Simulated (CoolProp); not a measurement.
Computed with CoolProp (reference Helmholtz-energy equation of state, Tillner-Roth 1994).

Problem. Give the vapour pressure (MPa), vapour density (kg/m³), liquid cp (kJ/(kg K)), liquid viscosity (µPa s) of saturated R134a at 19.35 °C.

Solution. 
```json
[
 {"T (°C)": "19.35", "p (MPa)": "0.560", "vapour density (kg/m³)": "27.2", "liquid cp (kJ/(kg K))": "1.40", "liquid viscosity (µPa s)": "209"}
]
```

Viscosity comes from a separate model (Huber 2003), an estimate that may be off by 10 % or more.
